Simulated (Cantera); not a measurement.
Input: 1 mol B, 58 mol H2, 40 mol N2, at 1000 Pa.

Cantera equilibrium calculation (NASA polynomials, part measured and part estimated; ideal gas, pure solids and liquids). Candidate condensed phases: B, BN; 15 gas species. The tables' values for BH2 are old estimates; treat these amounts as uncertain. The numbers say what is thermodynamically allowed, not how fast it happens.

x: gas mole fraction; n: condensed amount in mol.

```
T (K)   x H2   x N2       x H     x BH2       x B  n BN(s)  n B(s)
-----  -----  -----  --------  --------  --------  -------  ------
1623   0.594  0.405  0.000533   1.00e-7  3.02e-11    1.000       0
1698   0.594  0.405   0.00111   4.26e-7  4.21e-10    1.000       0
1773   0.593  0.405   0.00219   1.60e-6   4.69e-9    1.000       0
1848   0.592  0.404   0.00408   5.37e-6   4.29e-8    0.999       0
1923   0.589  0.404       [?]   1.63e-5       [?]    0.998       0
1998   0.585  0.403    0.0123   4.56e-5   2.17e-6    0.995       0
2073   0.579  0.401    0.0200  0.000118   1.25e-5    0.987       0
2148   0.569  0.399       [?]  0.000282       [?]    0.965       0
2223   0.556  0.396    0.0478  0.000631  0.000288    0.904       0
2298   0.534  0.393    0.0700   0.00110  0.000989        0   0.777
```

**Question.** Some entries are withheld; supply them.

**Answer.** 
- 1923, x H: 0.00723
- 1923, x B: 3.30e-7
- 2148, x H: 0.0314
- 2148, x B: 6.33e-5
